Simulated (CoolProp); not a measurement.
Vapour-liquid equilibrium of R152A (1) + isobutane (2) at 320.6 K; x and y are mole fractions of (1).

Computed with CoolProp (multi-fluid Helmholtz-energy mixture model, Outcalt 1996 and Bücker 2006; pair parameters Bell 2016).

```
x     bubble pressure (MPa)  y at the bubble point  dew pressure at overall composition x (MPa)  liquid density (mol/L)
----  ---------------------  ---------------------  -------------------------------------------  ----------------------
0.05                 0.7331                  0.145                                       0.6719                       ?
0.15                      ?                  0.328                                       0.7368                   9.228
0.25                 0.9876                  0.442                                       0.8123                   9.430
0.35                  1.067                      ?                                       0.8992                   9.662
0.45                  1.124                  0.585                                       0.9958                   9.934
0.55                  1.164                  0.640                                        1.093                   10.26
0.65                  1.189                      ?                                        1.169                   10.65
0.75                  1.198                  0.752                                        1.198                   11.11
0.85                  1.188                  0.824                                        1.179                   11.67
0.95                  1.145                  0.927                                        1.133                   12.32
```

Q: Fill in the missing entries.

A: 
- 0.05, liquid density (mol/L): 9.048
- 0.15, bubble pressure (MPa): 0.8791
- 0.35, y at the bubble point: 0.522
- 0.65, y at the bubble point: 0.694

y crosses x between x = 0.75 and 0.85: the model has an azeotrope there.

The pair parameters rest on a limited set of measurements; away from them the model extrapolates.
